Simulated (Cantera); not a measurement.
Input: 1 mol Zr, 8.9 mol NH3, 4.8 mol N2, held at 1673 K and 120 Pa.

Equilibrium computed with Cantera from the NASA thermochemical tables; the gas is ideal and each condensed phase is pure. Candidate condensed phases: Zr, ZrN; 11 gas species. ZrN: taken at fixed stoichiometry. Rates play no part.

Base state: H2 0.602, N2 0.395, H 0.00255 (mole fractions); condensed: ZrN(s).

Problem. What changes in the equilibrium state with this change: temperature from 1673 K to 2598.15 K?

Solution. 
```
species       before    after
-----------  -------  -------
H            0.00255    0.497
N2             0.395    0.297
H2             0.602    0.204
Zr             <1e-9  0.00105
N              <1e-9  1.10e-5
ZrN(s), mol     1.00    0.969
```
